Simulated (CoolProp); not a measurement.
A single-stage vapour-compression cycle with methanol: evaporating at 308.15 K (dew point), condensing at 360.15 K (bubble point), superheat 0 K, subcooling 0 K, compressor efficiency 0.9, no pressure losses. Each further row changes one setting.

The numbers come from the reference Helmholtz-energy equation of state, de Reuck 1993 in CoolProp.

| case | cooling COP | pressure ratio | discharge temperature (K) | refrigerating effect (kJ/kg) | volumetric capacity (kJ/m³) |
|---|---|---|---|---|---|
| as stated | 4.67 | 8.25 | 438.8 | 1010 | 364 |
| evaporating temperature 313.15 K | 5.33 | 6.51 | 427.1 | 1010 | 458 |
| condensing temperature 355.15 K | 5.24 | 6.94 | 426.4 | 1020 | 369 |
| subcooling 5 K | 4.74 | 8.25 | 438.8 | 1020 | 369 |
| superheat 10 K | 4.54 | 8.25 | 460.5 | 1030 | 357 |
| compressor efficiency 0.8 | 4.15 | 8.25 | 453.6 | 1010 | 364 |
